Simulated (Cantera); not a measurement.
Input: 1 mol acetone, 0.019 mol O₂, 33 mol N₂, 0.78 mol H₂O, held at 0.000300 bar.

Equilibrium computed with Cantera from the NASA thermochemical tables; the gas is ideal and each condensed phase is pure. Candidate condensed phases: C, C₆H₆, C₇H₈, C₈H₁₈, H₂O; 169 gas species. Ions and electrons are included (thermal ionisation). The feed counts by its element totals alone. Equilibrium is a limit: real reactors are often held back by kinetics, nucleation or transport.

At 4750 K, list the 4 most abundant gas species with their mole fractions, and the condensed phases.

N 0.536, N₂ 0.270, H 0.123, C 0.0391. Condensed: gas only.
